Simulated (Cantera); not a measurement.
What does this Cantera script print?

```python
import numpy as np
import cantera as ct

gas_names = """
    C CH CH2 CH3 CH2OH CH3O CH4 CH3OH CO CO2 COOH C2 C2H CHCO,ketyl C2H2,acetylene C2H2,vinylidene
    CH2CO,ketene C2H3,vinyl CH3CO,acetyl C2H4 C2H4O,ethylen CH3CHO,ethanal CH3COOH (HCOOH)2 C2H5 C2H6
    CH3OCH3 C2H5OH C2O C3 C3H3,propargyl C3H4,allene C3H4,propyne C3H4,cyclo- C3H5,allyl C3H6,propylene
    C3H6,cyclo- C3H6O C3H7,n-propyl C3H7,i-propyl C3H8 C3H8O,1propanol C3H8O,2propanol C3O2 C4 C4H2
    C4H4,1,3-cyclo- C4H6,butadiene C4H6,2-butyne C4H6,cyclo- C4H8,1-butene C4H8,cis2-buten
    C4H8,tr2-butene C4H8,isobutene C4H8,cyclo- (CH3COOH)2 C4H9,n-butyl C4H9,i-butyl C4H9,s-butyl
    C4H9,t-butyl C4H10,isobutane C4H10,n-butane C5 C5H6,1,3cyclo- C5H8,cyclo- C5H10,1-pentene
    C5H10,cyclo- C5H11,pentyl C5H11,t-pentyl C5H12,n-pentane C5H12,i-pentane CH3C(CH3)2CH3 C6H2
    C6H5,phenyl C6H5O,phenoxy C6H6 C6H5OH,phenol C6H10,cyclo- C6H12,1-hexene C6H12,cyclo- C6H13,n-hexyl
    C7H7,benzyl C7H8 C7H8O,cresol C7H14,1-heptene C7H15,n-heptyl C7H16,n-heptane C8H8,styrene
    C8H10,ethylbenz C8H16,1-octene C8H17,n-octyl C8H18,isooctane C8H18,n-octane C9H19,n-nonyl
    C10H8,naphthale C10H21,n-decyl C12H9,o-bipheny C12H10,bipheny H HCO HO2 H2 HCHO,formaldehy HCOOH H2O
    H2O2 O OH O2 O3
""".split()
cond_names = """
    C(gr) C6H6(L) C7H8(L) C8H18(L),n-octa H2O(s) H2O(L)
""".split()


def load(file, names, dense=False):
    # The tables refer to 1 bar. Condensed volumes are neglected.
    table = {s.name: s for s in ct.Species.list_from_file(file)}
    out = []
    for n in names:
        d = dict(table[n].input_data)
        d["thermo"] = dict(d["thermo"], **{"reference-pressure": 1e5})
        if dense:
            d["equation-of-state"] = {"model": "constant-volume", "density": "1e6 g/cm^3"}
        out.append(ct.Species.from_dict(d))
    return out


gas = ct.Solution(thermo="ideal-gas", species=load("nasa_gas.yaml", gas_names))
cond = {s.name: ct.Solution(thermo="fixed-stoichiometry", species=[s], name=s.name)
        for s in load("nasa_condensed.yaml", cond_names, dense=True)}
atoms = {
    'C3H6': {'C': 3, 'H': 6},
    'H2O': {'H': 2, 'O': 1},
}
top_T = {'C(gr)': 4500}  # K; cautious upper limits of use, not melting points


def equilibrate(T, P, feed):
    n = {}
    for name, mol in feed.items():
        for a, k in atoms[name].items():
            n[a] = n.get(a, 0.0) + k * mol
    gas.TPX = T, P, n
    mass = sum(n.values()) * gas.mean_molecular_weight
    gas.equilibrate("TP")
    valid = [c for c in cond.values() if c.min_temp <= T <= top_T.get(c.name, c.max_temp)]
    mix = ct.Mixture([(gas, mass / gas.mean_molecular_weight)] + [(c, 0.0) for c in valid])
    mix.T, mix.P = T, P
    mix.equilibrate("TP", solver="vcs", rtol=1e-11, max_steps=5000)
    return mix


results = []
feed = {'C3H6': 1, 'H2O': 0.03}  # mol
P = 130  # Pa
for T in [550, 750, 950, 1150, 1350, 1550, 1750, 1950, 2150, 2350, 2550, 2750]:
    mix = equilibrate(T, P, feed)
    results.append((T, P, feed, dict(zip(mix.species_names, mix.species_moles))))
    x = sorted(zip(gas.X, gas.species_names), reverse=True)
    print(f"T = {T:g} K  P = {P:g} Pa  gas = {mix.phase_moles(0):.4g} mol")
    print("   x: " + "  ".join(f"{s} {v:.3e}" for v, s in x if v > 1e-05))
    print("   condensed (mol): " + ("  ".join(f"{mix.phase(i).name} {mix.phase_moles(i):.4g}"
          for i in range(1, mix.n_phases) if mix.phase_moles(i) > 1e-12) or "none"))
```

Result:

```
T = 550 K  P = 130 Pa  gas = 2.372 mol
   x: H2 7.099e-01  CH4 2.775e-01  H2O 1.247e-02  CO2 5.800e-05  CO 5.722e-05
   condensed (mol): C(gr) 2.341
T = 750 K  P = 130 Pa  gas = 3.044 mol
   x: H2 9.862e-01  CO 8.726e-03  CH4 4.038e-03  H2O 1.017e-03  CO2 5.510e-05
   condensed (mol): C(gr) 2.961
T = 950 K  P = 130 Pa  gas = 3.059 mol
   x: H2 9.900e-01  CO 9.794e-03  CH4 2.135e-04  H2O 1.177e-05
   condensed (mol): C(gr) 2.969
T = 1150 K  P = 130 Pa  gas = 3.06 mol
   x: H2 9.902e-01  CO 9.804e-03  CH4 2.983e-05
   condensed (mol): C(gr) 2.97
T = 1350 K  P = 130 Pa  gas = 3.06 mol
   x: H2 9.901e-01  CO 9.804e-03  H 6.577e-05
   condensed (mol): C(gr) 2.97
T = 1550 K  P = 130 Pa  gas = 3.061 mol
   x: H2 9.893e-01  CO 9.800e-03  H 8.688e-04  C2H2,acetylene 1.587e-05
   condensed (mol): C(gr) 2.97
T = 1750 K  P = 130 Pa  gas = 3.07 mol
   x: H2 9.837e-01  CO 9.773e-03  H 6.398e-03  C2H2,acetylene 1.130e-04
   condensed (mol): C(gr) 2.969
T = 1950 K  P = 130 Pa  gas = 3.108 mol
   x: H2 9.587e-01  H 3.113e-02  CO 9.651e-03  C2H2,acetylene 5.240e-04
   condensed (mol): C(gr) 2.967
T = 2150 K  P = 130 Pa  gas = 3.238 mol
   x: H2 8.793e-01  H 1.097e-01  CO 9.266e-03  C2H2,acetylene 1.703e-03
   condensed (mol): C(gr) 2.959
T = 2350 K  P = 130 Pa  gas = 3.577 mol
   x: H2 6.985e-01  H 2.891e-01  CO 8.386e-03  C2H2,acetylene 3.854e-03  C2H 8.154e-05  C3 3.176e-05  C 1.426e-05
   condensed (mol): C(gr) 2.941
T = 2550 K  P = 130 Pa  gas = 4.266 mol
   x: H 5.626e-01  H2 4.229e-01  CO 7.032e-03  C2H2,acetylene 5.625e-03  C3 8.194e-04  C2H 5.961e-04  C 2.511e-04  C2 7.622e-05  C4H2 3.095e-05
   condensed (mol): C(gr) 2.904
T = 2750 K  P = 130 Pa  gas = 5.237 mol
   x: H 7.942e-01  H2 1.752e-01  C3 1.298e-02  CO 5.729e-03  C2H2,acetylene 4.930e-03  C 2.904e-03  C2H 2.591e-03  C2 1.255e-03  C5 1.040e-04  C4H2 5.769e-05  CH 3.087e-05  C4 2.020e-05
   condensed (mol): C(gr) 2.654
```

Method: chemical equilibrium by Gibbs-energy minimisation in Cantera with the NASA 1993 tables (ideal gas, pure condensed phases).
